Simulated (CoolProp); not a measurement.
Vapour-liquid equilibrium of isobutene (1) + acetone (2) at 174 kPa; x and y are mole fractions of (1).

Model: multi-fluid Helmholtz-energy mixture model, Lemmon 2005 and Lemmon 2006; pair parameters Bell 2016, in CoolProp.

```
x      bubble temperature (°C)  y at the bubble point  dew temperature at overall composition x (°C)  liquid density (mol/L)
-----  -----------------------  ---------------------  ---------------------------------------------  ----------------------
0.05                      57.2                  0.408                                           71.2                   12.69
0.125                     40.8                  0.689                                           68.6                   12.75
0.2                       30.7                  0.802                                           65.9                   12.69
0.275                     24.5                  0.856                                           63.0                   12.55
0.35                      20.5                  0.885                                           59.8                   12.38
0.425                     17.9                    ___                                            ___                   12.19
0.5                       16.0                  0.915                                           52.6                   11.99
0.575                     14.6                  0.925                                           48.4                   11.79
0.65                      13.5                  0.933                                           43.6                     ___
0.725                      ___                  0.942                                           37.9                   11.42
0.8                       11.2                  0.952                                           31.0                   11.25
0.875                     10.0                    ___                                           22.0                   11.09
0.95                       8.6                  0.984                                            ___                   10.95
```

Task: What belongs in the gaps?

Result: 
- 0.425, y at the bubble point: 0.903
- 0.425, dew temperature at overall composition x (°C): 56.4
- 0.65, liquid density (mol/L): 11.60
- 0.725, bubble temperature (°C): 12.4
- 0.875, y at the bubble point: 0.966
- 0.95, dew temperature at overall composition x (°C): 11.5

No azeotrope shows between x = 0.05 and 0.95.

Pair parameters are fitted to limited data, so mixtures are less certain than the pure fluids. With so large a gap from Raoult's law the liquid may split in two, which this calculation doesn't test in full.
